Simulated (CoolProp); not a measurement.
Vapour-liquid equilibrium of R22 (1) + dimethyl ether (2) at 0.625 MPa; x and y are mole fractions of (1).

The numbers come from the multi-fluid Helmholtz-energy mixture model, Kamei 1995 and Wu 2011; pair parameters Bell 2016 in CoolProp.

**Question.** Give the bubble temperature and the first vapour's composition at x = 0.35, 0.5, 0.8. Is there an azeotrope?

**Answer.** x = 0.35: 27.6 °C, y = 0.384; x = 0.5: 25.4 °C, y = 0.594; x = 0.8: 14.9 °C, y = 0.921. y crosses x between x = 0.2 and 0.35: the model has an azeotrope there.

The pair parameters rest on a limited set of measurements; away from them the model extrapolates.
